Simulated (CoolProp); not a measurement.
Model: reference Helmholtz-energy equation of state, Smukala 2000, in CoolProp.

### Question
For ethylene, give the phase and the cp (kJ/(kg K)), isothermal compressibility (1/MPa) at 144.8 K and 0.0283 MPa.

### Answer
- 144.8 K and 0.0283 MPa: liquid; cp 2.41, isothermal compressibility 0.00125
